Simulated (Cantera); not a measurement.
Cantera with NASA thermochemical tables; ideal gases at 1 bar, condensed phases pure. Values are per mole of reaction as written; species without (g) are pure solids or liquids, kept so even where they would boil at 1 bar.

Between 300 and 2798 K, where is each reaction favourable under standard conditions?
- Nb + O2(g) = NbO2(g)
- Ta + O2(g) = TaO2(g)
- 0.6667 Cr + O2(g) = 0.6667 CrO3(g)


- Nb + O2(g) = NbO2(g): ΔG° is -209 kJ at 300 K and -257 kJ at 2798 K; it stays negative (K > 1). ΔH° is -256 kJ and ΔS° 0 J/K at 2798 K.
- Ta + O2(g) = TaO2(g): ΔG° is -211 kJ at 300 K and -265 kJ at 2798 K; it stays negative (K > 1). ΔH° is -226 kJ and ΔS° 14 J/K at 2798 K.
- 0.6667 Cr + O2(g) = 0.6667 CrO3(g): ΔG° is -182 kJ at 300 K and -50 kJ at 2798 K; it stays negative (K > 1). ΔH° is -231 kJ and ΔS° -65 J/K at 2798 K.
